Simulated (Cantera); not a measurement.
A closed system holds: 1 mol SiH4, 5.1 mol NO, 160 mol N2, equilibrated at 0.100 bar.

These are equilibrium values from Cantera (NASA tables, ideal gas, pure condensed phases), not measurements of a reactor. Candidate condensed phases: H2O, Si, SiO2, Si2N2O, Si3N4; 35 gas species. The tables hold silica as quartz up to 1696 K and as liquid above; real silica turns to tridymite and cristobalite and melts near 1996 K. The numbers say what is thermodynamically allowed, not how fast it happens. All values below are at 1227 °C.

Base state: N2 0.984, H2O 0.0121, O2 0.00324, NO 0.000170, OH 1.71e-5 (mole fractions); condensed: SiO2(β-quartz).

Problem. What changes in the equilibrium state with this change: 1.4 mol NH3 added?

Solution. 
```
species                before    after
-------------------  --------  -------
N2                      0.984    0.975
H2O                    0.0121   0.0185
H2                    1.27e-6  0.00597
O2                    0.00324    <1e-9
NO                   0.000170  5.51e-8
SiO2(β-quartz), mol      1.00    1.000
```
